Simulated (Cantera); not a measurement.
Charge: 1 mol SiH2Cl2, 0.11 mol Cl2, 6.4 mol H2, at 338 Torr.

Points: T (K) = 1050, 1100, 1150, 1200, 1250, 1300, 1350, 1400, 1450.

Cantera's Mixture.equilibrate('TP', solver="vcs", rtol=1e-11, max_steps=5000) on the NASA tables stopped like this:

```
ERROR: FAILURE its = 5001!

*******************************************************************************
CanteraError thrown by MultiPhase::equilibrate:
VCS solver failed. Return code: -1
*******************************************************************************
```

Problem. What got this run through?

Solution. One answer among several that fit: The failure is numerical, not chemical. The same input converged with solver="gibbs", rtol=1e-10, max_steps=50000, and the result passed a check of the equilibrium conditions:
```
log10 of partial pressures in bar; condensed amounts in mol
       T/K        H2       HCL     SiCL4     SiCL2    SiHCL3     SiCL3   SiH2CL2    SiH3CL    Si(cr)
      1050    -0.388    -2.109    -1.693    -3.559    -1.955    -3.255    -3.161    -4.951    0.4192
      1100    -0.391    -1.957    -1.713    -3.214    -1.978    -3.035    -3.164    -4.927    0.4316
      1150    -0.394    -1.821    -1.743    -2.906    -2.008    -2.844    -3.174    -4.910    0.4449
      1200    -0.398    -1.702    -1.786    -2.632    -2.048    -2.681    -3.193    -4.901    0.4577
      1250    -0.403    -1.598    -1.847    -2.392    -2.101    -2.547    -3.222    -4.899     0.468
      1300    -0.409    -1.510    -1.932    -2.185    -2.172    -2.445    -3.263    -4.906    0.4739
      1350    -0.415    -1.438    -2.046    -2.011    -2.265    -2.378    -3.320    -4.922    0.4742
      1400    -0.421    -1.381    -2.193    -1.872    -2.382    -2.346    -3.394    -4.948    0.4689
      1450    -0.426    -1.340    -2.374    -1.765    -2.525    -2.351    -3.485    -4.982    0.4599
```

The gas is ideal and each condensed phase is pure. The tables' values for SiCl3 are old estimates; treat these amounts as uncertain.
